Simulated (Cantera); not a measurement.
Cantera run:

```python
import numpy as np
import cantera as ct

gas_names = """
    AL ALCL ALCL2 ALCL3 ALH ALN AL2 AL2CL6 CL CL2 H HCL H2 N NH NH2 NH3 N2 N2H2 N2H4
""".split()
cond_names = """
    AL(cr) AL(L) ALCL3(s) ALCL3(L) ALN(s) NH4CL(a) NH4CL(b)
""".split()


def load(file, names, dense=False):
    # The tables refer to 1 bar. Condensed volumes are neglected.
    table = {s.name: s for s in ct.Species.list_from_file(file)}
    out = []
    for n in names:
        d = dict(table[n].input_data)
        d["thermo"] = dict(d["thermo"], **{"reference-pressure": 1e5})
        if dense:
            d["equation-of-state"] = {"model": "constant-volume", "density": "1e6 g/cm^3"}
        out.append(ct.Species.from_dict(d))
    return out


gas = ct.Solution(thermo="ideal-gas", species=load("nasa_gas.yaml", gas_names))
cond = {s.name: ct.Solution(thermo="fixed-stoichiometry", species=[s], name=s.name)
        for s in load("nasa_condensed.yaml", cond_names, dense=True)}
atoms = {
    'AlCl3': {'AL': 1, 'CL': 3},
    'NH3': {'N': 1, 'H': 3},
    'N2': {'N': 2},
}
top_T = {'ALN(s)': 2750}  # K; cautious upper limits of use, not melting points


def equilibrate(T, P, feed):
    n = {}
    for name, mol in feed.items():
        for a, k in atoms[name].items():
            n[a] = n.get(a, 0.0) + k * mol
    gas.TPX = T, P, n
    mass = sum(n.values()) * gas.mean_molecular_weight
    gas.equilibrate("TP")
    valid = [c for c in cond.values() if c.min_temp <= T <= top_T.get(c.name, c.max_temp)]
    mix = ct.Mixture([(gas, mass / gas.mean_molecular_weight)] + [(c, 0.0) for c in valid])
    mix.T, mix.P = T, P
    mix.equilibrate("TP", solver="vcs", rtol=1e-11, max_steps=5000)
    return mix


results = []
T = 1448.15  # K
P = 13332.2  # Pa
for m in [8.9, 14, 21, 31, 48, 72, 110, 170, 250, 390, 590, 890]:
    feed = {'AlCl3': 1, 'NH3': 85, 'N2': m}  # mol
    mix = equilibrate(T, P, feed)
    results.append((T, P, feed, dict(zip(mix.species_names, mix.species_moles))))

top = {s: max(r[3][s] / sum(r[3][g] for g in gas_names) for r in results) for s in gas_names}
cols = sorted((s for s in top if top[s] > 0.0001), key=lambda s: -top[s])[:8]
seen = [c for c in cond_names if any(r[3].get(c, 0) > 1e-12 for r in results)]
print("log10 of partial pressures in bar; condensed amounts in mol")
print(f"{'n(N2)':>10s}" + "".join(f"{s[:9]:>10s}" for s in cols + seen))
for T, P, feed, n in results:
    ng = sum(n[g] for g in gas_names)
    print(f"{feed['N2']:10.4g}" + "".join(f"{np.log10(max(n[s] / ng * P / 1e5, 1e-99)):10.3f}" for s in cols)
          + "".join(f"{n.get(c, 0):10.4g}" for c in seen))
```

It prints:

```
log10 of partial pressures in bar; condensed amounts in mol
     n(N2)        N2        H2       HCL     ALCL3    ALN(s)
       8.9    -1.423    -1.030    -2.675    -4.519    0.9403
        14    -1.394    -1.042    -2.686    -4.549    0.9424
        21    -1.359    -1.058    -2.702    -4.588    0.9448
        31    -1.317    -1.080    -2.722    -4.638    0.9477
        48    -1.261    -1.115    -2.756    -4.714    0.9514
        72    -1.204    -1.160    -2.799    -4.806     0.955
       110    -1.142    -1.223    -2.861    -4.927    0.9589
       170    -1.081    -1.307    -2.943    -5.078    0.9624
       250    -1.034    -1.399    -3.034    -5.235     0.965
       390    -0.989    -1.524    -3.157    -5.441    0.9672
       590    -0.956    -1.656    -3.288    -5.653    0.9683
       890    -0.931    -1.800    -3.432    -5.880    0.9684
```

These are equilibrium values from Cantera (NASA tables, ideal gas, pure condensed phases), not measurements of a reactor. The tables' values for AlCl2 are old estimates; treat these amounts as uncertain.
